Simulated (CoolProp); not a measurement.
A single-stage vapour-compression cycle with the fluid: evaporating at 212.15 K (dew point), condensing at 254.15 K (bubble point), superheat 8 K, subcooling 8 K, compressor efficiency 0.9, no pressure losses. The same conditions are run with several fluids, on thermodynamics alone (safety and materials aside).

Values from CoolProp's reference Helmholtz-energy equation of state of each fluid (R404A: Lemmon 2003; R22: Kamei 1995; hydrogen chloride: Thol 2018; CH3F (R41): Lemmon 2006; propylene: Lemmon 2013; R125: Lemmon 2005). Blends and air are pseudo-pure fits.

| fluid | cooling COP | pressure ratio | discharge temperature (K) | refrigerating effect (kJ/kg) | volumetric capacity (kJ/m³) |
|---|---|---|---|---|---|
| R404A | 3.92 | 7.11 | 282.3 | 173 | 423 |
| R22 | 3.97 | 7.20 | 311.6 | 213 | 362 |
| hydrogen chloride | 3.67 | 4.56 | 349.2 | 364 | 2570 |
| CH3F (R41) | 3.75 | 4.86 | 325.7 | 398 | 1910 |
| propylene | 4.03 | 6.00 | 294.1 | 388 | 481 |
| R125 | 4.00 | 6.82 | 274.5 | 138 | 475 |
